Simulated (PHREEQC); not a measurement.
Solution (65 °C): 2.2 mmol/kgw HF, 0.46 mmol/kgw NH4F, 0.002 mmol/kgw H4SiO4 and 25 mmol/kgw H3PO4. Closed to the air; pH follows from the charge balance.

Computed with PHREEQC (ion-association model, phreeqc.dat).

```tsv
quantity	before	after
pH	2.08	2.10
ionic strength (mol/kgw)	0.00952	0.00972
HF (mol/kgw)	0.00255	0.00299
F- (mol/kgw)	0.000107	0.000129
HF2- (mol/kgw)	1.20e-6	1.70e-6
SiF6-2 (mol/kgw)	6.36e-10	1.75e-9
SI of Quartz (SiO2)	-2.24	-2.24
```

Q: Which change was made?
A) NH4F from 0.00046 to 0.00092 mol/kgw
B) temperature from 65 to 5 °C
C) HF from 0.0022 to 0.0044 mol/kgw
D) NH4F from 0.00046 to 0.000506 mol/kgw
E) H3PO4 left out

A: A, NH4F from 0.00046 to 0.00092 mol/kgw

Precipitation was switched off in this run. Away from 25 °C the constants follow the database's enthalpies or fits; those with neither stay at their 25 °C values. SiF6-2 is the database's only silicon fluoride.
